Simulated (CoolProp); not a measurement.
Vapour-liquid equilibrium of n-hexane (1) + cyclohexane (2) at 402 kPa; x and y are mole fractions of (1).

Values from CoolProp's multi-fluid Helmholtz-energy mixture model, Thol 2019 and Zhou 2014; pair parameters Bell 2016.

Q: Give the bubble temperature and the first vapour's composition at x = 0.55, 0.85, 0.95. Is there an azeotrope?

A: x = 0.55: 398.6 K, y = 0.616; x = 0.85: 395.0 K, y = 0.878; x = 0.95: 393.9 K, y = 0.960. No azeotrope shows between x = 0.05 and 0.95.

Pair parameters are fitted to limited data, so mixtures are less certain than the pure fluids.
